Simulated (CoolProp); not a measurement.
The numbers come from the reference Helmholtz-energy equation of state, Akasaka 2022 in CoolProp.

Task: For R1233zd(E), give the phase and the Z, cp (kJ/(kg K)), cv (kJ/(kg K)), speed of sound (m/s) at 450 K and 14.6 MPa; 450 K and 16.8 MPa.

Result: 
- 450 K and 14.6 MPa: supercritical; Z 0.546, cp 1.40, cv 0.985, speed of sound 363
- 450 K and 16.8 MPa: supercritical; Z 0.614, cp 1.37, cv 0.983, speed of sound 390
